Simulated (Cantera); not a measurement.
# Ammonia decomposition in nitride growth gas

An isothermal, constant-pressure homogeneous reactor starts with NH₃ : H₂ = 1 : 3.6 (molar parts), at 2025 K and 0.0168 atm.

Computed with Cantera and the gas-phase N/H chemistry of the illustrative SiF4/NH3 mechanism in the Surface Chemkin manual (1991). Walls and surfaces, which speed up NH3 decomposition in real reactors, are not modelled.

```json
[
 {"t (s)": "5.00e-5", "x NH₃": "0.217", "x H₂": "0.783", "x N₂": "<1e-12", "x N": "<1e-12", "x N₂H₂": "3.34e-12", "x H": "2.89e-6"},
 {"t (s)": "0.000126", "x NH₃": "0.217", "x H₂": "0.783", "x N₂": "1.02e-11", "x N": "<1e-12", "x N₂H₂": "3.46e-11", "x H": "7.28e-6"},
 {"t (s)": "0.000316", "x NH₃": "0.217", "x H₂": "0.783", "x N₂": "4.61e-10", "x N": "2.08e-11", "x N₂H₂": "2.93e-10", "x H": "1.83e-5"},
 {"t (s)": "0.000793", "x NH₃": "0.217", "x H₂": "0.783", "x N₂": "1.42e-8", "x N": "3.71e-10", "x N₂H₂": "2.25e-9", "x H": "4.60e-5"},
 {"t (s)": "0.00199", "x NH₃": "0.217", "x H₂": "0.783", "x N₂": "3.50e-7", "x N": "6.08e-9", "x N₂H₂": "1.79e-8", "x H": "0.000115"},
 {"t (s)": "0.00501", "x NH₃": "0.217", "x H₂": "0.782", "x N₂": "8.46e-6", "x N": "9.17e-8", "x N₂H₂": "1.58e-7", "x H": "0.000285"},
 {"t (s)": "0.0126", "x NH₃": "0.216", "x H₂": "0.782", "x N₂": "0.000190", "x N": "8.72e-7", "x N₂H₂": "1.10e-6", "x H": "0.000612"},
 {"t (s)": "0.0316", "x NH₃": "0.213", "x H₂": "0.784", "x N₂": "0.00157", "x N": "1.59e-6", "x N₂H₂": "1.84e-6", "x H": "0.000758"},
 {"t (s)": "0.0795", "x NH₃": "0.204", "x H₂": "0.790", "x N₂": "0.00534", "x N": "1.60e-6", "x N₂H₂": "1.75e-6", "x H": "0.000776"},
 {"t (s)": "0.200", "x NH₃": "0.183", "x H₂": "0.802", "x N₂": "0.0140", "x N": "1.61e-6", "x N₂H₂": "1.53e-6", "x H": "0.000815"},
 {"t (s)": "0.502", "x NH₃": "0.141", "x H₂": "0.827", "x N₂": "0.0313", "x N": "1.60e-6", "x N₂H₂": "1.11e-6", "x H": "0.000912"},
 {"t (s)": "1.26", "x NH₃": "0.0765", "x H₂": "0.864", "x N₂": "0.0577", "x N": "1.59e-6", "x N₂H₂": "5.34e-7", "x H": "0.00115"},
 {"t (s)": "3.17", "x NH₃": "0.0189", "x H₂": "0.898", "x N₂": "0.0814", "x N": "1.61e-6", "x N₂H₂": "1.11e-7", "x H": "0.00190"},
 {"t (s)": "7.96", "x NH₃": "0.000129", "x H₂": "0.902", "x N₂": "0.0888", "x N": "1.28e-6", "x N₂H₂": "3.18e-10", "x H": "0.00924"},
 {"t (s)": "20.0", "x NH₃": "2.61e-6", "x H₂": "0.897", "x N₂": "0.0887", "x N": "9.22e-8", "x N₂H₂": "<1e-12", "x H": "0.0141"}
]
```
x: mole fraction; the columns are a selection and need not sum to one.

Equilibrium at this temperature and pressure: NH₃ 8.27e-8, H₂ 0.897, N₂ 0.0887, N 2.93e-9, N₂H₂ <1e-12, H 0.0141 (gas phase only).
